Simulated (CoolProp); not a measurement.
Vapour-liquid equilibrium of benzene (1) + toluene (2) at 483.8 K; x and y are mole fractions of (1).

The numbers come from the multi-fluid Helmholtz-energy mixture model, Thol 2012 and Lemmon 2006; pair parameters Bell 2016 in CoolProp.

```csv
x,bubble pressure (MPa),y at the bubble point,dew pressure at overall composition x (MPa),liquid density (mol/L)
0.05,0.9384,0.079,0.9250,7.229
0.125,0.9933,0.188,0.9610,7.300
0.2,1.049,0.288,0.9998,7.371
0.275,1.106,0.380,1.042,7.443
0.35,1.163,0.465,1.087,7.517
0.425,1.222,0.543,1.136,7.591
0.5,1.281,0.616,1.189,7.667
0.575,1.341,0.684,1.247,7.743
0.65,1.403,0.748,1.311,7.820
0.725,1.465,0.808,1.380,7.898
0.8,1.527,0.864,1.456,7.977
0.875,1.591,0.917,1.540,8.058
0.95,1.656,0.968,1.633,8.139
```

No azeotrope shows between x = 0.05 and 0.95.

Pair parameters are fitted to limited data, so mixtures are less certain than the pure fluids.
